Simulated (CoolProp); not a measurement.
Vapour-liquid equilibrium of fluoroethane (R161) (1) + R134a (2) at 0.169 bar; x and y are mole fractions of (1).

Values from CoolProp's multi-fluid Helmholtz-energy mixture model, Wu 2012 and Tillner-Roth 1994; pair parameters Bell 2016.

```csv
x,bubble temperature (°C),y at the bubble point,dew temperature at overall composition x (°C),liquid density (mol/L)
0.05,-59.6,0.084,-59.4,14.57
0.15,-60.8,0.241,-60.1,14.88
0.25,-62.0,0.383,-60.9,15.20
0.35,-63.1,0.509,-61.7,15.53
0.45,-64.3,0.621,-62.6,15.87
0.55,-65.5,0.718,-63.6,16.22
0.65,-66.6,0.802,-64.7,16.58
0.75,-67.8,0.872,-65.9,16.96
0.85,-68.8,0.931,-67.4,17.34
0.95,-69.9,0.979,-69.2,17.74
```

No azeotrope shows between x = 0.05 and 0.95.

The pair parameters rest on a limited set of measurements; away from them the model extrapolates.
